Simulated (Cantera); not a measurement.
Charge: 1 mol Al, 8.1 mol HCl, 0.22 mol H₂, held at 25.0 Pa.

Cantera equilibrium calculation (NASA polynomials, part measured and part estimated; ideal gas, pure solids and liquids). Candidate condensed phases: Al, AlCl₃; 12 gas species. Rates play no part. All values below are at 548 K.

Base state: HCl 0.668, H₂ 0.225, AlCl₃ 0.0827, Al₂Cl₆ 0.0241 (mole fractions); condensed: gas only.

Q: What changes in the equilibrium state with this change: pressure from 25.0 Pa to 13.3 mbar?

A: 
| species | before | after |
|---|---|---|
| HCl | 0.668 | 0.691 |
| H₂ | 0.225 | 0.233 |
| Al₂Cl₆ | 0.0241 | 0.0589 |
| AlCl₃ | 0.0827 | 0.0177 |
